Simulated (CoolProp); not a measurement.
Vapour-liquid equilibrium of propane (1) + R134a (2) at 16.4 bar; x and y are mole fractions of (1).

The numbers come from the multi-fluid Helmholtz-energy mixture model, Lemmon 2009 and Tillner-Roth 1994; pair parameters Bell 2016 in CoolProp.

```json
[
 {"x": "0.05", "bubble temperature, mixture model (K)": "327.1", "bubble temperature, Raoult's law (K)": "331.5", "y, mixture model": "0.123", "y, Raoult's law": "0.062"},
 {"x": "0.2", "bubble temperature, mixture model (K)": "317.6", "bubble temperature, Raoult's law (K)": "329.9", "y, mixture model": "0.357", "y, Raoult's law": "0.241"},
 {"x": "0.35", "bubble temperature, mixture model (K)": "313.4", "bubble temperature, Raoult's law (K)": "328.2", "y, mixture model": "0.477", "y, Raoult's law": "0.408"},
 {"x": "0.5", "bubble temperature, mixture model (K)": "311.7", "bubble temperature, Raoult's law (K)": "326.6", "y, mixture model": "0.556", "y, Raoult's law": "0.562"},
 {"x": "0.65", "bubble temperature, mixture model (K)": "311.4", "bubble temperature, Raoult's law (K)": "324.9", "y, mixture model": "0.631", "y, Raoult's law": "0.706"},
 {"x": "0.8", "bubble temperature, mixture model (K)": "312.8", "bubble temperature, Raoult's law (K)": "323.3", "y, mixture model": "0.730", "y, Raoult's law": "0.839"},
 {"x": "0.95", "bubble temperature, mixture model (K)": "317.9", "bubble temperature, Raoult's law (K)": "321.7", "y, mixture model": "0.906", "y, Raoult's law": "0.961"}
]
```

The largest gap from Raoult's law is -14.9 K in bubble temperature, at x = 0.5. y crosses x between x = 0.5 and 0.65: the model has an azeotrope there.

Pair parameters are fitted to limited data, so mixtures are less certain than the pure fluids. With so large a gap from Raoult's law the liquid may split in two, which this calculation doesn't test in full.
